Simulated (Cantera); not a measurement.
Cantera run:

```python
import numpy as np
import cantera as ct

gas_names = """
    H H2 Si SiH SiH2 SiH3 SiH4 Si2 Si3
""".split()
cond_names = """
    Si(cr) Si(L)
""".split()


# ... load() reads the species with a 1 bar reference pressure and builds the phases ...
atoms = {
    'Si2H6': {'Si': 2, 'H': 6},
    'H2': {'H': 2},
}
top_T = {}  # K; cautious upper limits of use, not melting points


# ... equilibrate(T, P, feed) seeds the gas with the atoms and calls Mixture.equilibrate('TP', solver="vcs", rtol=1e-11, max_steps=5000) ...
results = []
feed = {'Si2H6': 1, 'H2': 9.5}  # mol
P = 61000  # Pa
for T in [950, 1050, 1150, 1250, 1350, 1450, 1550, 1650, 1750]:
    mix = equilibrate(T, P, feed)
    results.append((T, P, feed, dict(zip(mix.species_names, mix.species_moles))))
    x = sorted(zip(gas.X, gas.species_names), reverse=True)
    print(f"T = {T:g} K  P = {P:g} Pa  gas = {mix.phase_moles(0):.4g} mol")
    print("   x: " + "  ".join(f"{s} {v:.3e}" for v, s in x if v > 0.0001))
    print("   condensed (mol): " + ("  ".join(f"{mix.phase(i).name} {mix.phase_moles(i):.4g}"
          for i in range(1, mix.n_phases) if mix.phase_moles(i) > 1e-12) or "none"))
```

Result:

```
T = 950 K  P = 61000 Pa  gas = 12.5 mol
   x: H2 1.000e+00
   condensed (mol): Si(cr) 2
T = 1050 K  P = 61000 Pa  gas = 12.5 mol
   x: H2 1.000e+00
   condensed (mol): Si(cr) 2
T = 1150 K  P = 61000 Pa  gas = 12.5 mol
   x: H2 1.000e+00
   condensed (mol): Si(cr) 2
T = 1250 K  P = 61000 Pa  gas = 12.5 mol
   x: H2 1.000e+00
   condensed (mol): Si(cr) 2
T = 1350 K  P = 61000 Pa  gas = 12.5 mol
   x: H2 1.000e+00
   condensed (mol): Si(cr) 2
T = 1450 K  P = 61000 Pa  gas = 12.5 mol
   x: H2 1.000e+00
   condensed (mol): Si(cr) 2
T = 1550 K  P = 61000 Pa  gas = 12.5 mol
   x: H2 1.000e+00
   condensed (mol): Si(cr) 2
T = 1650 K  P = 61000 Pa  gas = 12.5 mol
   x: H2 9.999e-01  H 1.163e-04
   condensed (mol): Si(cr) 2
T = 1750 K  P = 61000 Pa  gas = 12.5 mol
   x: H2 9.997e-01  H 2.977e-04
   condensed (mol): Si(L) 2
```

Method: chemical equilibrium by Gibbs-energy minimisation in Cantera with the NASA 1993 tables (ideal gas, pure condensed phases). The feed counts by its element totals alone. Gases not in the tables: Si2H6 and higher silanes.
